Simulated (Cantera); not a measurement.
# Fluorocarbon and chlorocarbon gases: CH3F + CH4 + F2

Feed: 1 mol CH3F, 0.17 mol CH4, 0.34 mol F2, held at 3.40 Pa.

Equilibrium computed with Cantera from the NASA thermochemical tables; the gas is ideal and each condensed phase is pure. Candidate condensed phases: C, C6H6, C7H8, C8H18; 95 gas species. Rates play no part.

```csv
T (°C),log p H,log p HF,log p F,log p C,log p C3,log p H2,log p C2,n C(graphite)
2175,-4.76,-4.83,-6.21,-7.10,-6.66,-6.11,-7.70,1.08
2325,-4.75,-4.97,-5.63,-6.22,-5.67,-6.67,-6.69,0.188
2475,-4.73,-5.24,-5.27,-5.76,-5.76,-7.12,-6.45,0
2625,-4.71,-5.66,-5.12,-5.44,-6.12,-7.54,-6.41,0
2775,-4.72,-6.15,-5.08,-5.27,-6.81,-7.96,-6.62,0
2925,-4.72,-6.62,-5.07,-5.23,-7.75,-8.33,-7.03,0
3075,-4.72,-7.05,-5.06,-5.22,-8.70,-8.67,-7.46,0
```
log p: log10 of the partial pressure in bar; n: condensed amount in mol.

From 2175 °C to 2325 °C the condensed part is C(graphite). From 2475 °C to 3075 °C nothing is condensed. The main C-bearing gas is C3 at 2175 °C and C at 3075 °C.
